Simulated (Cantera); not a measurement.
Input (Python, Cantera):

```python
import numpy as np
import cantera as ct

gas = ct.Solution("gri30.yaml")
gas.TPX = 823, 690000, {'CH4': 1, 'O2': 1.33, 'N2': 3.5}
inlet = ct.Reservoir(gas, clone=True)
gas.equilibrate("HP")  # start burning
reactor = ct.IdealGasConstPressureReactor(gas, energy="on", clone=False)
exhaust = ct.Reservoir(gas, clone=True)
tau = [0.12, 0.053, 0.024, 0.011, 0.0051, 0.0024, 0.0011, 0.0005, 0.00023, 0.0001, 4.8e-05, 2.2e-05, 1e-05][0]
for a, b in ((inlet, reactor), (reactor, exhaust)):
    ct.MassFlowController(a, b, mdot=lambda t: reactor.mass / tau)
net = ct.ReactorNet([reactor])
show = ['CH4', 'O2', 'NO', 'NO2', 'C2H6']

rows = []
print(f"{'tau/s':>10s}{'T/K':>9s}" + "".join(f"{s:>11s}" for s in show))
for tau in [0.12, 0.053, 0.024, 0.011, 0.0051, 0.0024, 0.0011, 0.0005, 0.00023, 0.0001, 4.8e-05, 2.2e-05, 1e-05]:
    net.initial_time = 0.0
    net.advance(30 * tau)
    before = gas.X
    net.advance(40 * tau)
    drift = np.max(np.abs(gas.X - before) / (gas.X + 1e-9))
    rows.append([gas.T, *gas[show].X, drift])
    print(f"{tau:10.3e}{gas.T:9.1f}" + "".join(f"{x:11.3e}" for x in gas[show].X))
```

Output:

```
     tau/s      T/K        CH4         O2         NO        NO2       C2H6
 1.200e-01   2547.6  2.386e-06  4.626e-05  3.091e-04  9.839e-09  1.273e-12
 5.300e-02   2547.3  5.324e-06  5.041e-05  3.242e-04  1.036e-08  6.385e-12
 2.400e-02   2546.5  1.142e-05  5.917e-05  3.518e-04  1.132e-08  2.983e-11
 1.100e-02   2545.1  2.359e-05  7.729e-05  3.959e-04  1.293e-08  1.310e-10
 5.100e-03   2542.8  4.650e-05  1.134e-04  4.551e-04  1.523e-08  5.329e-10
 2.400e-03   2539.3  8.683e-05  1.821e-04  5.189e-04  1.802e-08  1.980e-09
 1.100e-03   2534.4  1.598e-04  3.186e-04  5.756e-04  2.106e-08  7.257e-09
 5.000e-04   2527.7  2.902e-04  5.873e-04  6.078e-04  2.381e-08  2.597e-08
 2.300e-04   2518.7  5.234e-04  1.110e-03  6.024e-04  2.570e-08  9.079e-08
 1.000e-04   2504.1  1.009e-03  2.281e-03  5.366e-04  2.605e-08  3.586e-07
 4.800e-05   2481.5  1.868e-03  4.484e-03  4.077e-04  2.381e-08  1.285e-06
 2.200e-05   2430.0  3.973e-03  1.002e-02  2.076e-04  1.787e-08  6.170e-06
 1.000e-05    823.0  1.715e-01  2.281e-01  1.085e-19  1.985e-20  1.190e-17
```

Model: GRI-Mech 3.0 (53 species, 325 reactions), integrated in Cantera.
